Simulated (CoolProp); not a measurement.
A Linde-Hampson liquefier for ethane: isothermal reversible compression at 320 K from 1 atm to 30 MPa, throttling to 1 atm, return gas leaving the recuperator 0 K below the feed. Each further row changes one setting.

Computed with CoolProp (reference Helmholtz-energy equation of state, Bücker 2006).

| case | liquid yield per pass | compression work (kJ/kg of gas) |
|---|---|---|
| as stated | ? | 390 |
| high pressure 60 MPa | ? | 457 |
| warm-end temperature 350 K | ? | 457 |
| warm-end gap 5 K | ? | 390 |

Question: Complete the blanks.

Answer: 
- as stated, liquid yield per pass: 0.467
- high pressure 60 MPa, liquid yield per pass: 0.439
- warm-end temperature 350 K, liquid yield per pass: 0.393
- warm-end gap 5 K, liquid yield per pass: 0.460
